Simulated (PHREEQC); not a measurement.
**Brine (model solution)**

Make-up at 20 °C: 1.7 mol NaCl and 0.00068 mol H4SiO4 per kg of water. Closed to the air; pH follows from the charge balance.

The numbers come from PHREEQC with the Pitzer model, pitzer.dat.

Precipitation was switched off in this run.

Predict the pH, activity of water, density.

pH 6.22; activity of water 0.943; density 1.063 g/cm³.

In brines, pH and single-ion activities rest on the MacInnes convention.
